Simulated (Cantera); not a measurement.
An isothermal plug-flow reactor at 1023 K and 360 Torr (inlet), inlet velocity 3.8 m/s, active area per volume 510 1/m; feed 0.764 % CO, 4.90 % O₂, 94.3 % N₂.

Detailed kinetics in Cantera: Deutschmann's 1995 Pt surface mechanism with GRI-Mech 3.0 gas chemistry. Catalytic surfaces can have several steady states; this one follows from the mechanism file's or the stated starting coverage. Mass transfer to the wall is taken as infinitely fast.

x: gas mole fraction; θ: surface coverage.

```json
[
 {"z (m)": "4.4e-05", "x CO": "0.00376", "x O₂": "0.0471", "x H₂O": "<1e-12", "x CO₂": "0.00390", "θ free Pt": "0.851", "θ O*": "0.127", "θ CO*": "0.0228"},
 {"z (m)": "8.4e-05", "x CO": "…", "x O₂": "0.0463", "x H₂O": "<1e-12", "x CO₂": "…", "θ free Pt": "…", "θ O*": "…", "θ CO*": "…"},
 {"z (m)": "0.00016", "x CO": "0.00129", "x O₂": "0.0459", "x H₂O": "<1e-12", "x CO₂": "0.00638", "θ free Pt": "0.356", "θ O*": "0.644", "θ CO*": "0.000403"},
 {"z (m)": "0.00031", "x CO": "0.000596", "x O₂": "0.0456", "x H₂O": "<1e-12", "x CO₂": "0.00707", "θ free Pt": "0.327", "θ O*": "0.673", "θ CO*": "0.000152"},
 {"z (m)": "0.00061", "x CO": "0.000151", "x O₂": "0.0454", "x H₂O": "<1e-12", "x CO₂": "0.00752", "θ free Pt": "0.314", "θ O*": "0.686", "θ CO*": "3.47e-5"},
 {"z (m)": "0.0012", "x CO": "…", "x O₂": "0.0453", "x H₂O": "<1e-12", "x CO₂": "0.00766", "θ free Pt": "0.310", "θ O*": "0.690", "θ CO*": "…"},
 {"z (m)": "0.0023", "x CO": "9.49e-8", "x O₂": "0.0453", "x H₂O": "<1e-12", "x CO₂": "0.00767", "θ free Pt": "0.310", "θ O*": "0.690", "θ CO*": "2.12e-8"},
 {"z (m)": "0.0044", "x CO": "1.03e-11", "x O₂": "0.0453", "x H₂O": "<1e-12", "x CO₂": "0.00767", "θ free Pt": "0.310", "θ O*": "0.690", "θ CO*": "2.30e-12"}
]
```

Q: Fill in the missing entries.

A: 
- 8.4e-05, x CO: 0.00210
- 8.4e-05, x CO₂: 0.00556
- 8.4e-05, θ free Pt: 0.425
- 8.4e-05, θ O*: 0.574
- 8.4e-05, θ CO*: 0.00104
- 0.0012, x CO: 1.13e-5
- 0.0012, θ CO*: 2.54e-6
